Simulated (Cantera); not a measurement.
Charge: 1 mol Fe2O3, 15 mol Cl2, 12 mol N2, held at 427 °C and 0.570 bar.

These are equilibrium values from Cantera (NASA tables, ideal gas, pure condensed phases), not measurements of a reactor. Candidate condensed phases: Fe, FeCl2, FeCl3, FeO, Fe2O3, Fe3O4; 19 gas species. Condensed phases not in the tables: FeOCl. The numbers say what is thermodynamically allowed, not how fast it happens.

Base state: Cl2 0.555, N2 0.444, O2 0.000374, FeCl3 0.000277, Fe2Cl6 0.000111 (mole fractions); condensed: Fe2O3(s).

Q: What changes in the equilibrium state with this change: temperature from 427 °C to 1452 °C?

A: 
| species | before | after |
|---|---|---|
| N2 | 0.444 | 0.390 |
| Cl2 | 0.555 | 0.329 |
| Cl | 6.52e-7 | 0.166 |
| FeCl2 | 5.81e-9 | 0.0445 |
| O2 | 0.000374 | 0.0480 |
| FeCl3 | 0.000277 | 0.0206 |
| ClO | 1.85e-9 | 0.000525 |
| NO | 8.92e-9 | 0.00107 |
| Fe2O3(s), mol | 0.993 | 0 |
